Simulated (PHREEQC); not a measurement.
**Ultrapure water in contact with air or piping**

Synthetic water in mg/kgw, 25 °C, pH 6.04, pe 10.9:

```tsv
constituent	mg/kgw
Na	0.0341
K	0.0106
Ca	0.187
Mg	0.014
Cl	0.0398
S(6) as SO4	0.13
Alkalinity as HCO3	0.515
B	2.82e-05
O(0) (dissolved oxygen)	5.44e-05
```

Valence states are taken as typed.

All values are PHREEQC results (ion-association model, wateq4f.dat), not measurements.

No solid was allowed to form.

### Question
Predict the charge-balance error.

### Answer
charge-balance error -0.1 %.

### Question
In which forms is C present?

### Answer
CO2 67 %, HCO3- 33 % of the C.
